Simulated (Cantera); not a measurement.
Input (Python, Cantera) and output of one run.

```python
import numpy as np
import cantera as ct

gas_names = """
    H HO2 H2 H2O H2O2 Mg MgH MgO MgOH MgO2H2 Mg2 O OH O2 O3
""".split()
cond_names = """
    H2O(s) H2O(L) Mg(cr) Mg(L) MgO(s) MgO(L) MgO2H2(s)
""".split()


# ... load() reads the species with a 1 bar reference pressure and builds the phases ...
atoms = {
    'MgO': {'Mg': 1, 'O': 1},
    'H2': {'H': 2},
}
top_T = {}  # K; cautious upper limits of use, not melting points


# ... equilibrate(T, P, feed) seeds the gas with the atoms and calls Mixture.equilibrate('TP', solver="vcs", rtol=1e-11, max_steps=5000) ...
results = []
feed = {'MgO': 1, 'H2': 3.1}  # mol
T = 2698.15  # K
P = 100000  # Pa
mix = equilibrate(T, P, feed)
results.append((T, P, feed, dict(zip(mix.species_names, mix.species_moles))))
print(gas.report(threshold=0.001))
for i in range(1, mix.n_phases):
    print(f"{mix.phase(i).name:16s} {mix.phase_moles(i):12.5e} mol")
```

Result:

```
       temperature   2698.2 K
          pressure   1e+05 Pa
           density   0.031597 kg/m^3
  mean mol. weight   7.0884 kg/kmol
   phase of matter   gas

                          1 kg             1 kmol
                     ---------------   ---------------
          enthalpy         1.062e+07         7.528e+07  J
   internal energy        7.4553e+06        5.2846e+07  J
           entropy             30495        2.1616e+05  J/K
    Gibbs function       -7.1661e+07       -5.0796e+08  J
 heat capacity c_p            5104.3             36181  J/K
 heat capacity c_v            3931.3             27867  J/K

                      mass frac. Y      mole frac. X     chem. pot. / RT
                     ---------------   ---------------   ---------------
                 H          0.006674          0.046933           -10.422
                H2           0.19677           0.69187           -20.844
               H2O           0.31857           0.12535           -41.724
                Mg           0.43098           0.12569            -16.68
               MgH         0.0079866         0.0022365           -27.102
              MgOH          0.028187         0.0048365           -47.981
                OH         0.0052139         0.0021731           -31.302
     [   +8 minor]         0.0056158        0.00091199

Mg(L)             0.00000e+00 mol
MgO(s)            5.10306e-01 mol
```

Equilibrium computed with Cantera from the NASA thermochemical tables; the gas is ideal and each condensed phase is pure. The tables' values for MgH are old estimates; treat these amounts as uncertain.
